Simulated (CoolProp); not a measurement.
Vapour-liquid equilibrium of carbon dioxide (1) + hydrogen sulfide (2) at 21.8 bar; x and y are mole fractions of (1).

Computed with CoolProp (multi-fluid Helmholtz-energy mixture model, Span 1996 and Lemmon 2006; pair parameters Kunz 2012).

Question: Give the bubble temperature and the first vapour's composition at x = 0.75, 0.85, 0.95. Is there an azeotrope?

Answer: x = 0.75: 259.7 K, y = 0.845; x = 0.85: 258.2 K, y = 0.898; x = 0.95: 257.0 K, y = 0.962. No azeotrope shows between x = 0.05 and 0.95.

Pair parameters are fitted to limited data, so mixtures are less certain than the pure fluids.
